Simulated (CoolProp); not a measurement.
Vapour-liquid equilibrium of dimethyl ether (1) + R236FA (2) at 11.1 kPa; x and y are mole fractions of (1).

Values from CoolProp's multi-fluid Helmholtz-energy mixture model, Wu 2011 and Pan 2012; pair parameters Bell 2016.

| x | bubble temperature, mixture model (°C) | bubble temperature, Raoult's law (°C) | y, mixture model | y, Raoult's law |
|---|---|---|---|---|
| 0.05 | -44.8 | -46.4 | 0.069 | 0.161 |
| 0.125 | -45.4 | -49.0 | 0.184 | 0.348 |
| 0.2 | -46.3 | -51.3 | 0.309 | 0.490 |
| 0.275 | -47.5 | -53.3 | 0.439 | 0.599 |
| 0.35 | -49.0 | -55.2 | 0.567 | 0.685 |
| 0.425 | -50.9 | -56.9 | 0.683 | 0.753 |
| 0.5 | [?] | -58.4 | 0.782 | 0.808 |
| 0.575 | -55.3 | -59.8 | 0.858 | 0.853 |
| 0.65 | -57.6 | -61.0 | [?] | 0.890 |
| 0.725 | -59.8 | -62.2 | 0.951 | 0.921 |
| 0.8 | -61.9 | -63.3 | 0.975 | 0.947 |
| 0.875 | -63.7 | -64.4 | 0.989 | 0.970 |
| 0.95 | [?] | -65.3 | 0.997 | 0.989 |

**Question.** Fill in the missing entries.

**Answer.** 
- 0.5, bubble temperature, mixture model (°C): -53.0
- 0.65, y, mixture model: 0.914
- 0.95, bubble temperature, mixture model (°C): -65.1

The largest gap from Raoult's law is +6.2 K in bubble temperature, at x = 0.35. No azeotrope shows between x = 0.05 and 0.95.

Pair parameters are fitted to limited data, so mixtures are less certain than the pure fluids.
